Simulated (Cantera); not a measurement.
Source: NASA polynomial tables (part measured, part estimated), evaluated in Cantera. Values are per mole of reaction as written; species without (g) are pure solids or liquids, kept so even where they would boil at 1 bar.

4 Cu + O₂(g) = 2 Cu₂O

```tsv
T (K)	ΔH° (kJ)	ΔS° (J/K)	ΔG° (kJ)	log10 K
1548	-249.2	-90.5	-109.1	3.68
1573	[?]	[?]	[?]	[?]
1598	[?]	[?]	[?]	[?]
1623	-246.8	-89.0	-102.4	3.29
1648	[?]	[?]	[?]	[?]
```

**Question.** What belongs in the gaps?

**Answer.** 
- 1573, ΔH° (kJ): -248.4
- 1573, ΔS° (J/K): -90.0
- 1573, ΔG° (kJ): -106.8
- 1573, log10 K: 3.55
- 1598, ΔH° (kJ): -247.6
- 1598, ΔS° (J/K): -89.5
- 1598, ΔG° (kJ): -104.6
- 1598, log10 K: 3.42
- 1648, ΔH° (kJ): -246.0
- 1648, ΔS° (J/K): -88.5
- 1648, ΔG° (kJ): -100.2
- 1648, log10 K: 3.17
